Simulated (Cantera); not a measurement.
A Cantera script and its output.

```python
import numpy as np
import cantera as ct

gas = ct.Solution("gri30.yaml", transport_model="mixture-averaged")
show = ['N2', 'H2', 'H']

rows = []
print(f"{'T/K':>7s}{'rho':>11s}{'cp':>10s}{'mu':>11s}{'lambda':>11s}{'Pr':>7s}" + "".join(f"{'D_' + s:>11s}" for s in show))
for T in [400, 650, 900, 1150, 1400, 1650, 1900]:
    gas.TPX = T, 13332, {'N2O': 0.93, 'N2': 0.9}
    Pr = gas.cp_mass * gas.viscosity / gas.thermal_conductivity
    D = [gas.mix_diff_coeffs_mole[gas.species_index(s)] for s in show]
    rows.append([gas.density, gas.cp_mass, gas.viscosity, gas.thermal_conductivity, Pr, *D])
    print(f"{T:7g}{gas.density:11.4e}{gas.cp_mass:10.1f}{gas.viscosity:11.4e}"
          f"{gas.thermal_conductivity:11.4e}{Pr:7.3f}" + "".join(f"{d:11.4e}" for d in D))
print("SI units: kg/m3, J/kg/K, Pa s, W/m/K, m2/s")
```

It prints:

```
    T/K        rho        cp         mu     lambda     Pr       D_N2       D_H2        D_H
    400 1.4489e-01     999.4 2.0710e-05 2.8833e-02  0.718 2.0038e-04 8.8496e-04 1.3871e-03
    650 8.9164e-02    1110.5 3.0107e-05 4.6205e-02  0.724 4.6901e-04 2.0088e-03 3.2527e-03
    900 6.4397e-02    1196.2 3.7962e-05 6.2210e-02  0.730 8.1702e-04 3.4583e-03 5.6717e-03
   1150 5.0397e-02    1250.9 4.4900e-05 7.6990e-02  0.730 1.2348e-03 5.1974e-03 8.5763e-03
   1400 4.1398e-02    1290.2 5.1222e-05 9.0725e-02  0.728 1.7161e-03 7.2024e-03 1.1924e-02
   1650 3.5125e-02    1320.5 5.7096e-05 1.0356e-01  0.728 2.2568e-03 9.4559e-03 1.5684e-02
   1900 3.0504e-02    1343.4 6.2628e-05 1.1563e-01  0.728 2.8535e-03 1.1944e-02 1.9833e-02
SI units: kg/m3, J/kg/K, Pa s, W/m/K, m2/s
```

Detailed kinetics in Cantera: GRI-Mech 3.0 (53 species, 325 reactions). The composition is frozen, though it would react at the higher temperatures.
